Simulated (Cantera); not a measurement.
An isothermal, constant-pressure homogeneous reactor starts with NO : N2 = 0.41 : 7.2 (molar parts), at 2175 K and 10.00 Torr.

Computed with Cantera and GRI-Mech 3.0 (53 species, 325 reactions). Radical loss at walls, strong at low pressure, is not modelled.

x: mole fraction; the columns are a selection and need not sum to one.

```csv
t (s),x NO,x O2,x N2,x N2O,x O,x NO2
0.000900,0.0539,1.42e-10,0.946,1.25e-7,1.36e-7,3.03e-11
0.00169,0.0539,5.13e-10,0.946,2.25e-7,2.63e-7,9.36e-11
0.00317,0.0539,1.88e-9,0.946,3.95e-7,5.20e-7,2.67e-10
0.00594,0.0539,7.03e-9,0.946,6.55e-7,1.06e-6,6.97e-10
0.0111,0.0539,2.71e-8,0.946,9.91e-7,2.23e-6,1.69e-9
0.0209,0.0539,1.07e-7,0.946,1.31e-6,4.73e-6,3.87e-9
0.0392,0.0539,[?],0.946,1.48e-6,[?],[?]
0.0735,0.0539,1.62e-6,0.946,1.51e-6,1.97e-5,1.73e-8
0.138,0.0538,6.03e-6,0.946,1.50e-6,3.82e-5,3.40e-8
0.259,0.0538,2.18e-5,0.946,1.49e-6,7.27e-5,6.56e-8
0.485,0.0536,[?],0.946,1.46e-6,[?],[?]
0.909,0.0531,0.000272,0.946,1.40e-6,0.000259,2.41e-7
1.71,0.0515,0.000942,0.947,1.27e-6,0.000492,4.61e-7
3.20,0.0466,0.00317,0.949,9.66e-7,0.000949,8.20e-7
6.00,0.0334,0.00935,0.956,4.53e-7,0.00172,1.06e-6
```

### Question
Complete the blanks.

### Answer

- 0.0392, x O2: 4.22e-7
- 0.0392, x O: 9.84e-6
- 0.0392, x NO2: 8.42e-9
- 0.485, x O2: 7.76e-5
- 0.485, x O: 0.000137
- 0.485, x NO2: 1.26e-7
